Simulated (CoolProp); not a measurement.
Vapour-liquid equilibrium of R152A (1) + isobutene (2) at -79.85 °C; x and y are mole fractions of (1).

Model: multi-fluid Helmholtz-energy mixture model, Outcalt 1996 and Lemmon 2005; pair parameters Bell 2016, in CoolProp.

```json
[
 {"x": "0.05", "bubble pressure (kPa)": "2.374", "y at the bubble point": "0.354", "dew pressure at overall composition x (kPa)": "1.684", "liquid density (mol/L)": "12.70"},
 {"x": "0.125", "bubble pressure (kPa)": "3.113", "y at the bubble point": "0.536", "dew pressure at overall composition x (kPa)": "1.815", "liquid density (mol/L)": "12.94"},
 {"x": "0.2", "bubble pressure (kPa)": "3.538", "y at the bubble point": "0.610", "dew pressure at overall composition x (kPa)": "1.968", "liquid density (mol/L)": "13.19"},
 {"x": "0.275", "bubble pressure (kPa)": "3.776", "y at the bubble point": "0.649", "dew pressure at overall composition x (kPa)": "2.148", "liquid density (mol/L)": "13.45"},
 {"x": "0.35", "bubble pressure (kPa)": "3.909", "y at the bubble point": "0.671", "dew pressure at overall composition x (kPa)": "2.362", "liquid density (mol/L)": "13.73"},
 {"x": "0.425", "bubble pressure (kPa)": "3.983", "y at the bubble point": "0.685", "dew pressure at overall composition x (kPa)": "2.622", "liquid density (mol/L)": "14.02"},
 {"x": "0.5", "bubble pressure (kPa)": "4.028", "y at the bubble point": "0.695", "dew pressure at overall composition x (kPa)": "2.939", "liquid density (mol/L)": "14.33"},
 {"x": "0.575", "bubble pressure (kPa)": "4.059", "y at the bubble point": "0.705", "dew pressure at overall composition x (kPa)": "3.328", "liquid density (mol/L)": "14.66"},
 {"x": "0.65", "bubble pressure (kPa)": "4.082", "y at the bubble point": "0.717", "dew pressure at overall composition x (kPa)": "3.784", "liquid density (mol/L)": "15.01"},
 {"x": "0.725", "bubble pressure (kPa)": "4.096", "y at the bubble point": "0.736", "dew pressure at overall composition x (kPa)": "4.091", "liquid density (mol/L)": "15.39"},
 {"x": "0.8", "bubble pressure (kPa)": "4.086", "y at the bubble point": "0.765", "dew pressure at overall composition x (kPa)": "4.044", "liquid density (mol/L)": "15.78"},
 {"x": "0.875", "bubble pressure (kPa)": "4.023", "y at the bubble point": "0.813", "dew pressure at overall composition x (kPa)": "3.907", "liquid density (mol/L)": "16.21"},
 {"x": "0.95", "bubble pressure (kPa)": "3.853", "y at the bubble point": "0.900", "dew pressure at overall composition x (kPa)": "3.745", "liquid density (mol/L)": "16.66"}
]
```

y crosses x between x = 0.725 and 0.8: the model has an azeotrope there.

Pair parameters are fitted to limited data, so mixtures are less certain than the pure fluids. With so large a gap from Raoult's law the liquid may split in two, which this calculation doesn't test in full.
